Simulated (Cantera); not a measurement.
Input: 1 mol TEOS, 18 mol O2, 19 mol H2, 0.18 mol O3, equilibrated at 0.220 bar.

Method: chemical equilibrium by Gibbs-energy minimisation in Cantera with the NASA 1993 tables (ideal gas, pure condensed phases). Candidate condensed phases: C, C6H6, C7H8, C8H18, H2O, Si, SiC, SiO2; 123 gas species. The feed counts by its element totals alone. The tables hold silica as quartz up to 1696 K and as liquid above; real silica turns to tridymite and cristobalite and melts near 1996 K. Gases not in the tables: Si(OH)4. Rates play no part.

At 1398 K, list the 4 most abundant gas species with their mole fractions, and the condensed phases.

H2O 0.668, CO2 0.157, H2 0.116, CO 0.0589. Condensed: SiO2(β-quartz).
